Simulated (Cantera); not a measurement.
Feed: 1 mol Si3N4, 10 mol H2O, held at 4.05 Torr.

Cantera equilibrium calculation (NASA polynomials, part measured and part estimated; ideal gas, pure solids and liquids). Candidate condensed phases: H2O, Si, SiO2, Si2N2O, Si3N4; 35 gas species. The tables hold silica as quartz up to 1696 K and as liquid above; real silica turns to tridymite and cristobalite and melts near 1996 K. Rates play no part.

Over these rows the condensed part is SiO2(condensed). Partial pressures as log10 of bar:

```
T (K)  1000/T (1/K)  log p SiO  log p H2  log p H2O  log p N2
-----  ------------  ---------  --------  ---------  --------
1723         0.5804      -6.17     -2.57      -2.75     -3.05
1773         0.5640      -5.72     -2.57      -2.75     -3.05
1823         0.5485      -5.29     -2.57      -2.75     -3.05
1873         0.5339      -4.90     -2.58      -2.74     -3.05
1923         0.5200      -4.53     -2.58      -2.74     -3.05
1973         0.5068          ?     -2.59      -2.74     -3.05
```

Problem. Fit log p(SiO) = a + b·(1000/T) to the five rows, give the apparent enthalpy, and predict the row at 1973 K.

Solution. Means: 1000/T = 0.5494, log p = -5.322. Sxy = -0.061953, Sxx = 0.0022796, so b = -27.18 and a = -5.322 − (-27.18)×0.5494 = 9.61.
Apparent enthalpy: −19.145 × (-27.18) = 520 kJ/mol. With the condensed phases at unit activity, SiO2(condensed) + H2(g) = SiO(g) + H2O(g) links this pressure to the main gases: over the six rows their terms move log p by -0.03 in all, so the slope is close to that reaction's ΔH°. The five rows lie within 0.01 of the line.
Prediction at 1973 K: 9.61 + (-27.18)×0.5068 = -4.16. The computed value is -4.18, 0.02 from the line.
